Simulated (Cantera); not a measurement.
Input: 1 mol Si3N4, 1.5 mol N2O, 2.3 mol N2, equilibrated at 0.133 bar.

Method: chemical equilibrium by Gibbs-energy minimisation in Cantera with the NASA 1993 tables (ideal gas, pure condensed phases). Candidate condensed phases: Si, SiO2, Si2N2O, Si3N4; 16 gas species. Mutual solubility and eutectic melting of coexisting phases are not modelled. The tables' values for SiN are old estimates; treat these amounts as uncertain. The numbers say what is thermodynamically allowed, not how fast it happens.

x: gas mole fraction; n: condensed amount in mol.

```json
[
 {"T (K)": "1273", "x N2": "1.00", "x SiO": "1.16e-10", "x Si": "<1e-12", "x Si2N": "<1e-12", "n Si2N2O(s)": "1.50", "n Si3N4(s)": "0", "n Si(l)": "0"},
 {"T (K)": "1373", "x N2": "1.00", "x SiO": "6.29e-9", "x Si": "[?]", "x Si2N": "<1e-12", "n Si2N2O(s)": "1.50", "n Si3N4(s)": "0", "n Si(l)": "0"},
 {"T (K)": "1473", "x N2": "1.00", "x SiO": "1.97e-7", "x Si": "[?]", "x Si2N": "<1e-12", "n Si2N2O(s)": "1.50", "n Si3N4(s)": "0", "n Si(l)": "0"},
 {"T (K)": "1573", "x N2": "1.000", "x SiO": "3.93e-6", "x Si": "[?]", "x Si2N": "3.66e-11", "n Si2N2O(s)": "1.50", "n Si3N4(s)": "0", "n Si(l)": "0"},
 {"T (K)": "1673", "x N2": "1.000", "x SiO": "5.45e-5", "x Si": "[?]", "x Si2N": "1.99e-9", "n Si2N2O(s)": "1.50", "n Si3N4(s)": "0", "n Si(l)": "0"},
 {"T (K)": "1773", "x N2": "0.999", "x SiO": "0.000556", "x Si": "[?]", "x Si2N": "6.83e-8", "n Si2N2O(s)": "1.50", "n Si3N4(s)": "0.000794", "n Si(l)": "0"},
 {"T (K)": "1873", "x N2": "0.996", "x SiO": "0.00440", "x Si": "[?]", "x Si2N": "1.59e-6", "n Si2N2O(s)": "1.48", "n Si3N4(s)": "0.00630", "n Si(l)": "0"},
 {"T (K)": "1973", "x N2": "0.971", "x SiO": "0.0282", "x Si": "[?]", "x Si2N": "2.71e-5", "n Si2N2O(s)": "1.37", "n Si3N4(s)": "0.0416", "n Si(l)": "0"},
 {"T (K)": "2073", "x N2": "0.794", "x SiO": "0.205", "x Si": "[?]", "x Si2N": "6.58e-5", "n Si2N2O(s)": "0", "n Si3N4(s)": "0", "n Si(l)": "1.49"},
 {"T (K)": "2173", "x N2": "0.793", "x SiO": "0.205", "x Si": "[?]", "x Si2N": "0.000139", "n Si2N2O(s)": "0", "n Si3N4(s)": "0", "n Si(l)": "1.48"},
 {"T (K)": "2273", "x N2": "0.790", "x SiO": "0.204", "x Si": "[?]", "x Si2N": "0.000273", "n Si2N2O(s)": "0", "n Si3N4(s)": "0", "n Si(l)": "1.45"}
]
```

Task: What belongs in the gaps?

Result: 
- 1373, x Si: 2.36e-12
- 1473, x Si: 1.44e-10
- 1573, x Si: 5.15e-9
- 1673, x Si: 1.20e-7
- 1773, x Si: 1.94e-6
- 1873, x Si: 2.32e-5
- 1973, x Si: 0.000218
- 2073, x Si: 0.000748
- 2173, x Si: 0.00212
- 2273, x Si: 0.00549
